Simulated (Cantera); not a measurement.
Feed: 1 mol Si, 0.27 mol H2O, 2.7 mol N2, equilibrated at 4.30 Pa.

These are equilibrium values from Cantera (NASA tables, ideal gas, pure condensed phases), not measurements of a reactor. Candidate condensed phases: H2O, Si, SiO2, Si2N2O, Si3N4; 35 gas species. The tables' values for SiN are old estimates; treat these amounts as uncertain. The numbers say what is thermodynamically allowed, not how fast it happens.

x: gas mole fraction; n: condensed amount in mol.

```tsv
T (°C)	x N2	x Si	x SiO	x H2	x H	x Si2	n Si(s)	n Si(l)
1352	0.829	0.00379	0.0829	0.0813	0.00307	1.10e-5	0.717	0
1402	0.823	(withheld)	0.0823	0.0798	(withheld)	(withheld)	0.696	0
1452	0.810	(withheld)	0.0810	0.0771	(withheld)	(withheld)	0	(withheld)
1502	0.785	0.0510	0.0785	0.0725	0.0119	0.000286	0	0.549
1552	0.737	0.106	0.0737	0.0650	0.0171	0.000688	0	0.331
1602	0.673	0.178	0.0674	0.0555	0.0235	0.00113	0	0
1652	0.670	0.179	0.0670	0.0505	0.0328	0.000677	0	0
```

**Question.** Some entries are withheld; supply them.

**Answer.** 
- 1452, x Si: 0.0236
- 1452, x H: 0.00786
- 1452, x Si2: 0.000113
- 1452, n Si(l): 0.649
- 1402, x Si: 0.0101
- 1402, x H: 0.00500
- 1402, x Si2: 3.93e-5
